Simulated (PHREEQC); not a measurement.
PHREEQC input (Pitzer model, pitzer.dat):

```
SOLUTION 1
  temp 40
  units mol/kgw
  pH 7 charge
  C(4) 0.4465
  K 0.8865
END
USE solution 1
INCREMENTAL_REACTIONS false
REACTION 1
  H2O -1
  0 9.886 18.011 24.689 30.178 34.689 38.397 41.444
  43.949 46.007 47.699 49.089 50.232 51.172 moles
EQUILIBRIUM_PHASES 1
  Kalicinite 0 0
SELECTED_OUTPUT 1
  -reset false
  -pH true
  -pe true
  -ionic_strength true
  -water true
  -activities H2O
  -totals C K
  -molalities H+ K+ CO3-2 OH- HCO3- CO2
  -equilibrium_phases Kalicinite
PRINT
  -reset false
END
```

Selected output (columns that matter, 14 of 14 rows; water left (kg) added in front):

```
water left (kg)	pH	mu	C	K	m_H+	m_K+	m_CO3-2	m_OH-	la_H2O
1	11.19	1.3208	0.4465	0.8865	1.8936e-11	0.8865	0.43429	0.0057074	-0.0084107
0.821911	11.214	1.6081	0.54325	1.0786	1.9523e-11	1.0786	0.52957	0.0057667	-0.010257
0.675546	11.24	1.9578	0.66095	1.3123	2.0126e-11	1.3123	0.64556	0.0057652	-0.01256
0.555249	11.27	2.3833	0.80414	1.5966	2.0689e-11	1.5966	0.78674	0.0056967	-0.015465
0.45637	11.304	2.9011	0.97837	1.9425	2.113e-11	1.9425	0.95857	0.0055574	-0.019178
0.37511	11.345	3.5309	1.1903	2.3633	2.1337e-11	2.3633	1.1676	0.0053472	-0.023998
0.308314	11.395	4.2974	1.4482	2.8753	2.1173e-11	2.8753	1.422	0.0050698	-0.030351
0.253426	11.456	5.2295	1.7619	3.4981	2.0488e-11	3.4981	1.7315	0.0047321	-0.038855
0.208301	11.532	6.3638	2.1435	4.2559	1.9153e-11	4.2559	2.108	0.0043437	-0.050404
0.171229	11.627	7.743	2.6076	5.1773	1.7106e-11	5.1773	2.5657	0.003916	-0.066265
0.140749	11.745	9.4211	3.1723	6.2985	1.4399e-11	6.2985	3.1227	0.0034604	-0.088278
0.115709	11.889	11.461	3.8588	7.6614	1.1245e-11	7.6614	3.7996	0.0029888	-0.11902
0.0951188	12.062	13.943	4.6941	9.3199	7.9925e-12	9.3199	4.6233	0.0025125	-0.16219
0.0781852	12.268	16.964	5.7108	11.338	5.051e-12	11.338	5.6256	0.0020442	-0.22301
```

Away from 25 °C the constants follow the database's enthalpies or fits; those with neither stay at their 25 °C values.
